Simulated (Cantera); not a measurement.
# Reactions in the system N-O-Ta

Standard-state values (1 bar) from the NASA 1993 polynomials, evaluated with Cantera. Values are per mole of reaction as written; species without (g) are pure solids or liquids, kept so even where they would boil at 1 bar.

4 NO(g) + Ta ⇌ TaO2(g) + 2 N2O(g)

```json
[
 {"T (K)": "300", "ΔH° (kJ)": "-402.8", "ΔS° (J/K)": "-164.3", "ΔG° (kJ)": "-353.5", "log10 K": "61.54"},
 {"T (K)": "923", "ΔH° (kJ)": "-405.8", "ΔS° (J/K)": "-172.2", "ΔG° (kJ)": "-246.8", "log10 K": "13.97"},
 {"T (K)": "973", "ΔH° (kJ)": "-405.7", "ΔS° (J/K)": "-172.1", "ΔG° (kJ)": "-238.2", "log10 K": "12.79"},
 {"T (K)": "1023", "ΔH° (kJ)": "-405.5", "ΔS° (J/K)": "-172.0", "ΔG° (kJ)": "-229.6", "log10 K": "11.72"},
 {"T (K)": "1073", "ΔH° (kJ)": "-405.4", "ΔS° (J/K)": "-171.9", "ΔG° (kJ)": "-221.0", "log10 K": "10.76"},
 {"T (K)": "1123", "ΔH° (kJ)": "-405.3", "ΔS° (J/K)": "-171.8", "ΔG° (kJ)": "-212.4", "log10 K": "9.88"},
 {"T (K)": "1173", "ΔH° (kJ)": "-405.2", "ΔS° (J/K)": "-171.7", "ΔG° (kJ)": "-203.8", "log10 K": "9.07"},
 {"T (K)": "1223", "ΔH° (kJ)": "-405.0", "ΔS° (J/K)": "-171.6", "ΔG° (kJ)": "-195.2", "log10 K": "8.34"},
 {"T (K)": "1273", "ΔH° (kJ)": "-404.9", "ΔS° (J/K)": "-171.5", "ΔG° (kJ)": "-186.6", "log10 K": "7.66"},
 {"T (K)": "1323", "ΔH° (kJ)": "-404.8", "ΔS° (J/K)": "-171.4", "ΔG° (kJ)": "-178.1", "log10 K": "7.03"},
 {"T (K)": "1373", "ΔH° (kJ)": "-404.6", "ΔS° (J/K)": "-171.2", "ΔG° (kJ)": "-169.5", "log10 K": "6.45"},
 {"T (K)": "1423", "ΔH° (kJ)": "-404.5", "ΔS° (J/K)": "-171.2", "ΔG° (kJ)": "-160.9", "log10 K": "5.91"}
]
```
